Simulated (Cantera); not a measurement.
**Ignition delay**

Mixture: CO : H2 : CH4 : O2 : N2 = 1 : 0.98 : 0.6 : 4.47 : 16.8 (molar parts), equivalence ratio 0.49, at 5.00 bar, adiabatic and at constant pressure. Ignition delay is the time to a rise of 400 K.

Computed with Cantera and GRI-Mech 3.0 (53 species, 325 reactions).

| T0 (K) | delay (ms) |
|---|---|
| 1200 | 0.143 |
| 1275 | 0.0642 |
| 1350 | 0.0345 |
| 1425 | 0.0209 |
| 1500 | 0.0140 |
| 1575 | 0.00999 |
| 1650 | 0.00756 |

| Property | Result |
|---|---|
| apparent activation energy between 1500 and 1650 K | 84 kJ/mol |
